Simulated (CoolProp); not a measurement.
C2F6 (R116) along the isotherm 150.95 °C: density (kg/m³) from the reference equation and from simpler models built on Tc = 19.9 °C, pc = 30.48 bar, ω = 0.257; each cubic takes its own stable root.

Computed with CoolProp (reference Helmholtz-energy equation of state, Lemmon 2006). It is a short technical equation, of lower accuracy than the large ones.

```tsv
p (bar)	phase	reference	van der Waals	Redlich-Kwong	Soave-Redlich-Kwong	Peng-Robinson
5.71	gas	22.70	22.85	22.82	22.68	22.78
11.4	gas	46.03	46.66	46.51	45.92	46.34
17.1	gas	70.11	71.68	71.26	69.85	70.79
22.9	gas	95.34	98.44	97.50	94.84	96.52
28.6	gas	120.8	126.1	124.4	120.0	122.6
34.3	supercritical	147.0	155.3	152.3	145.7	149.4
40	supercritical	173.9	186.0	181.2	171.8	176.9
45.7	supercritical	201.3	218.4	211.2	198.4	204.9
```
